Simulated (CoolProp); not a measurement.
A single-stage vapour-compression cycle with the fluid: evaporating at 228.15 K (dew point), condensing at 281.15 K (bubble point), superheat 8 K, subcooling 5 K, compressor efficiency 0.75, no pressure losses. The same conditions are run with several fluids, on thermodynamics alone (safety and materials aside).

Model: reference Helmholtz-energy equation of state of each fluid (R134a: Tillner-Roth 1994; propane: Lemmon 2009; trans-2-butene: Lemmon 2005; carbonyl sulfide: Lemmon 2006; fluoroethane (R161): Wu 2012; CH2F2 (R32): Tillner-Roth 1997), in CoolProp.

| fluid | cooling COP | pressure ratio | discharge temperature (K) | refrigerating effect (kJ/kg) | volumetric capacity (kJ/m³) |
|---|---|---|---|---|---|
| R134a | 2.68 | 9.91 | 322.2 | 173 | 358 |
| propane | 2.68 | 6.75 | 320.4 | 326 | 673 |
| trans-2-butene | 2.78 | 11.3 | 323.5 | 352 | 118 |
| carbonyl sulfide | 2.65 | 6.40 | 378.6 | 251 | 1010 |
| fluoroethane (R161) | 2.69 | 7.94 | 347.3 | 344 | 612 |
| CH2F2 (R32) | 2.56 | 7.41 | 381.3 | 302 | 1180 |
